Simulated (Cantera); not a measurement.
## Gas-phase reforming

An isothermal, constant-pressure homogeneous reactor starts with CH₄ : H₂O : N₂ = 1 : 0.94 : 0.071 (molar parts), at 2000 K and 218 Torr.

Computed with Cantera and GRI-Mech 3.0 (53 species, 325 reactions).

```tsv
t (s)	x CH₄	x H₂O	x CH₂CO	x C₂H₂	x C₂H₄	x O	x CO₂
0.000400	0.119	0.344	0.000196	0.114	0.00509	1.18e-7	0.000116
0.00139	0.0383	0.299	0.000205	0.139	0.000651	1.13e-7	0.000968
0.00480	0.0163	0.243	0.000150	0.124	0.000232	1.18e-7	0.00406
0.0167	0.0115	0.158	6.49e-5	0.0847	0.000143	8.64e-8	0.00613
0.0577	0.00640	0.0747	1.64e-5	0.0442	6.96e-5	4.89e-8	0.00425
0.200	0.00267	0.0246	2.62e-6	0.0195	2.89e-5	1.90e-8	0.00163
0.693	0.000911	0.00471	3.31e-7	0.00964	1.39e-5	3.93e-9	0.000330
2.40	0.000287	0.000160	4.10e-8	0.00750	1.07e-5	1.36e-10	1.13e-5
8.33	0.000240	1.79e-6	2.94e-8	0.00744	1.06e-5	1.63e-12	1.27e-7
28.9	0.000239	1.79e-6	2.94e-8	0.00743	1.06e-5	1.63e-12	1.26e-7
100	0.000239	1.79e-6	2.93e-8	0.00739	1.05e-5	1.63e-12	1.27e-7
```
x: mole fraction; the columns are a selection and need not sum to one.

Equilibrium at this temperature and pressure: CH₄ 0.000189, H₂O 2.05e-6, CH₂CO 2.32e-8, C₂H₂ 0.00461, C₂H₄ 6.58e-6, O 1.88e-12, CO₂ 1.45e-7 (gas phase only).
